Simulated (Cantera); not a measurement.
Cantera run:

```python
import numpy as np
import cantera as ct

gas_names = [...]  # 49 gases of nasa_gas.yaml made of B, Cl, H, N, O
cond_names = """
    B(b) B(L) BN(s) B2O3(L) B3O3H3(cr) H2O(s) H2O(L) NH4CL(a) NH4CL(b)
""".split()


# ... load() reads the species with a 1 bar reference pressure and builds the phases ...
atoms = {
    'BN': {'B': 1, 'N': 1},
    'H2O': {'H': 2, 'O': 1},
    'H2': {'H': 2},
    'HCl': {'H': 1, 'CL': 1},
}
top_T = {'BN(s)': 3200}  # K; cautious upper limits of use, not melting points


# ... equilibrate(T, P, feed) seeds the gas with the atoms and calls Mixture.equilibrate('TP', solver="vcs", rtol=1e-11, max_steps=5000) ...
results = []
feed = {'BN': 1, 'H2O': 0.45, 'H2': 52, 'HCl': 40}  # mol
for P in [1, 4.2, 18, 75, 320, 1300, 5600, 24000, 100000]:
    for T in [948, 973, 998, 1023, 1048, 1073, 1098, 1123, 1148, 1173, 1198, 1223, 1248, 1273]:
        mix = equilibrate(T, P, feed)
        results.append((T, P, feed, dict(zip(mix.species_names, mix.species_moles))))

for T, P, feed, n in results:
    print(f"{T:7g} {P:10.4g}  " + (" + ".join(c for c in cond_names if n.get(c, 0) > 1e-12) or "gas only"))
```

Output:

```
    948          1  BN(s) + B2O3(L)
    973          1  BN(s) + B2O3(L)
    998          1  BN(s) + B2O3(L)
   1023          1  BN(s) + B2O3(L)
   1048          1  BN(s) + B2O3(L)
   1073          1  BN(s) + B2O3(L)
   1098          1  BN(s) + B2O3(L)
   1123          1  BN(s) + B2O3(L)
   1148          1  BN(s) + B2O3(L)
   1173          1  BN(s)
   1198          1  BN(s)
   1223          1  BN(s)
   1248          1  BN(s)
   1273          1  BN(s)
    948        4.2  BN(s) + B2O3(L)
    973        4.2  BN(s) + B2O3(L)
    998        4.2  BN(s) + B2O3(L)
   1023        4.2  BN(s) + B2O3(L)
   1048        4.2  BN(s) + B2O3(L)
   1073        4.2  BN(s) + B2O3(L)
   1098        4.2  BN(s) + B2O3(L)
   1123        4.2  BN(s) + B2O3(L)
   1148        4.2  BN(s) + B2O3(L)
   1173        4.2  BN(s) + B2O3(L)
   1198        4.2  BN(s) + B2O3(L)
   1223        4.2  BN(s)
   1248        4.2  BN(s)
   1273        4.2  BN(s)
    948         18  BN(s) + B2O3(L)
    973         18  BN(s) + B2O3(L)
    998         18  BN(s) + B2O3(L)
   1023         18  BN(s) + B2O3(L)
   1048         18  BN(s) + B2O3(L)
   1073         18  BN(s) + B2O3(L)
   1098         18  BN(s) + B2O3(L)
   1123         18  BN(s) + B2O3(L)
   1148         18  BN(s) + B2O3(L)
   1173         18  BN(s) + B2O3(L)
   1198         18  BN(s) + B2O3(L)
   1223         18  BN(s) + B2O3(L)
   1248         18  BN(s) + B2O3(L)
   1273         18  BN(s)
    948         75  BN(s) + B2O3(L)
    973         75  BN(s) + B2O3(L)
    998         75  BN(s) + B2O3(L)
   1023         75  BN(s) + B2O3(L)
   1048         75  BN(s) + B2O3(L)
   1073         75  BN(s) + B2O3(L)
   1098         75  BN(s) + B2O3(L)
   1123         75  BN(s) + B2O3(L)
   1148         75  BN(s) + B2O3(L)
   1173         75  BN(s) + B2O3(L)
   1198         75  BN(s) + B2O3(L)
   1223         75  BN(s) + B2O3(L)
   1248         75  BN(s) + B2O3(L)
   1273         75  BN(s) + B2O3(L)
    948        320  BN(s) + B2O3(L)
    973        320  BN(s) + B2O3(L)
    998        320  BN(s) + B2O3(L)
   1023        320  BN(s) + B2O3(L)
   1048        320  BN(s) + B2O3(L)
   1073        320  BN(s) + B2O3(L)
   1098        320  BN(s) + B2O3(L)
   1123        320  BN(s) + B2O3(L)
   1148        320  BN(s) + B2O3(L)
   1173        320  BN(s) + B2O3(L)
   1198        320  BN(s) + B2O3(L)
   1223        320  BN(s) + B2O3(L)
   1248        320  BN(s) + B2O3(L)
   1273        320  BN(s) + B2O3(L)
    948       1300  BN(s) + B2O3(L)
    973       1300  BN(s) + B2O3(L)
    998       1300  BN(s) + B2O3(L)
   1023       1300  BN(s) + B2O3(L)
   1048       1300  BN(s) + B2O3(L)
   1073       1300  BN(s) + B2O3(L)
   1098       1300  BN(s) + B2O3(L)
   1123       1300  BN(s) + B2O3(L)
   1148       1300  BN(s) + B2O3(L)
   1173       1300  BN(s) + B2O3(L)
   1198       1300  BN(s) + B2O3(L)
   1223       1300  BN(s) + B2O3(L)
   1248       1300  BN(s) + B2O3(L)
   1273       1300  BN(s) + B2O3(L)
    948       5600  BN(s) + B2O3(L)
    973       5600  BN(s) + B2O3(L)
    998       5600  BN(s) + B2O3(L)
   1023       5600  BN(s) + B2O3(L)
   1048       5600  BN(s) + B2O3(L)
   1073       5600  BN(s) + B2O3(L)
   1098       5600  BN(s) + B2O3(L)
   1123       5600  BN(s) + B2O3(L)
   1148       5600  BN(s) + B2O3(L)
   1173       5600  BN(s) + B2O3(L)
   1198       5600  BN(s) + B2O3(L)
   1223       5600  BN(s) + B2O3(L)
   1248       5600  BN(s) + B2O3(L)
   1273       5600  BN(s) + B2O3(L)
    948    2.4e+04  BN(s) + B2O3(L)
    973    2.4e+04  BN(s) + B2O3(L)
    998    2.4e+04  BN(s) + B2O3(L)
   1023    2.4e+04  BN(s) + B2O3(L)
   1048    2.4e+04  BN(s) + B2O3(L)
   1073    2.4e+04  BN(s) + B2O3(L)
   1098    2.4e+04  BN(s) + B2O3(L)
   1123    2.4e+04  BN(s) + B2O3(L)
   1148    2.4e+04  BN(s) + B2O3(L)
   1173    2.4e+04  BN(s) + B2O3(L)
   1198    2.4e+04  BN(s) + B2O3(L)
   1223    2.4e+04  BN(s) + B2O3(L)
   1248    2.4e+04  BN(s) + B2O3(L)
   1273    2.4e+04  BN(s) + B2O3(L)
    948      1e+05  BN(s) + B2O3(L)
    973      1e+05  BN(s) + B2O3(L)
    998      1e+05  BN(s) + B2O3(L)
   1023      1e+05  BN(s) + B2O3(L)
   1048      1e+05  BN(s) + B2O3(L)
   1073      1e+05  BN(s) + B2O3(L)
   1098      1e+05  BN(s) + B2O3(L)
   1123      1e+05  BN(s) + B2O3(L)
   1148      1e+05  BN(s) + B2O3(L)
   1173      1e+05  BN(s) + B2O3(L)
   1198      1e+05  BN(s) + B2O3(L)
   1223      1e+05  BN(s) + B2O3(L)
   1248      1e+05  BN(s) + B2O3(L)
   1273      1e+05  BN(s) + B2O3(L)
```

These are equilibrium values from Cantera (NASA tables, ideal gas, pure condensed phases), not measurements of a reactor. Mutual solubility and eutectic melting of coexisting phases are not modelled. The tables' values for BCl2 are old estimates. Gases not in the tables: H3BO3.
